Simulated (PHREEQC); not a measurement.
## Buffer: speciation

Solution (34 °C): 0.025 mol H3PO4 and 0.00013 mol Na2SO4 per kg of water. Closed to the air; pH follows from the charge balance.

The numbers come from PHREEQC with the ion-association model, phreeqc.dat.

| Item | Value |
|---|---|
| pH | 2.02 |
| ionic strength | 0.0107 mol/kgw |
| specific conductance | 4500 µS/cm |
| total alkalinity | -25.0 meq/kg |

```tsv
species	molality	activity	log γ
H3PO4	0.0145	0.0146	0.001
H2PO4-	0.0105	0.00942	-0.045
H+	0.0104	0.00946	-0.041
Na+	0.000260	0.000234	-0.046
SO4-2	7.13e-5	4.67e-5	-0.184
HSO4-	5.87e-5	5.26e-5	-0.047
HPO4-2	9.91e-8	6.49e-8	-0.183
NaSO4-	6.41e-8	5.78e-8	-0.045
```

This is a speciation only: nothing precipitates in the calculation.
